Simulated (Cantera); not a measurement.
What does this Cantera script print?

```python
import numpy as np
import cantera as ct

surf = ct.Interface("ptcombust.yaml", "Pt_surf")
gas = surf.adjacent["gas"]
gas.TPX = 300, 3400, {'CH4': 0.027, 'O2': 0.068, 'N2': 0.79}
jet = ct.ImpingingJet(gas=gas, width=0.078, surface=surf)
jet.inlet.mdot, jet.inlet.T, jet.inlet.X = 0.025, 300, {'CH4': 0.027, 'O2': 0.068, 'N2': 0.79}
jet.set_refine_criteria(ratio=10, slope=0.2, curve=0.3)
show, cover = ['CH4', 'O2', 'H2O', 'OH', 'CO', 'CO2'], ["PT(S)", "H(S)", "O(S)", "OH(S)", "CO(S)", "C(S)"]

rows = []
print(f"{'Ts/K':>7s}" + "".join(f"{s:>11s}" for s in show + cover) + "   (gas at the wall, coverages)")
for i, Ts in enumerate([900, 950, 1000, 1050, 1100, 1150, 1200]):
    jet.surface.T = Ts
    if i == 0:
        surf.TP = Ts, 3400
        surf.coverages = "PT(S):0.5, O(S):0.5"
        surf.advance_coverages(1.0)
        jet.set_initial_guess(products="inlet")
    jet.solve(loglevel=0, auto=(i == 0))
    rows.append([*(jet.X[gas.species_index(s), -1] for s in show), *surf[cover].coverages])
    print(f"{Ts:7g}" + "".join(f"{x:11.3e}" for x in rows[-1]))
```

Output:

```
   Ts/K        CH4         O2        H2O         OH         CO        CO2      PT(S)       H(S)       O(S)      OH(S)      CO(S)       C(S)   (gas at the wall, coverages)
    900  1.558e-02  4.516e-02  2.791e-02  4.292e-08  7.774e-06  1.822e-02  3.054e-01  1.015e-07  6.937e-01  9.444e-04  8.358e-06  2.973e-08
    950  1.137e-02  3.629e-02  3.565e-02  1.297e-07  8.160e-06  2.334e-02  3.955e-01  2.420e-07  6.035e-01  9.247e-04  5.914e-06  2.830e-08
   1000  8.504e-03  3.025e-02  4.089e-02  3.379e-07  8.640e-06  2.681e-02  4.833e-01  4.911e-07  5.158e-01  8.421e-04  4.115e-06  2.572e-08
   1050  6.632e-03  2.633e-02  4.426e-02  7.857e-07  9.445e-06  2.905e-02  5.650e-01  8.905e-07  4.343e-01  7.354e-04  2.921e-06  2.324e-08
   1100  5.389e-03  2.375e-02  4.646e-02  1.657e-06  1.071e-05  3.052e-02  6.398e-01  1.498e-06  3.596e-01  6.263e-04  2.157e-06  2.138e-08
   1150  4.554e-03  2.205e-02  4.789e-02  3.223e-06  1.260e-05  3.147e-02  7.062e-01  2.377e-06  2.932e-01  5.245e-04  1.666e-06  2.018e-08
   1200  3.982e-03  2.093e-02  4.881e-02  5.845e-06  1.535e-05  3.208e-02  7.638e-01  3.606e-06  2.357e-01  4.341e-04  1.344e-06  1.957e-08
```

Computed with Cantera and Deutschmann's 1995 Pt surface mechanism with GRI-Mech 3.0 gas chemistry. Catalytic surfaces can have several steady states; this one follows from the mechanism file's or the stated starting coverage.
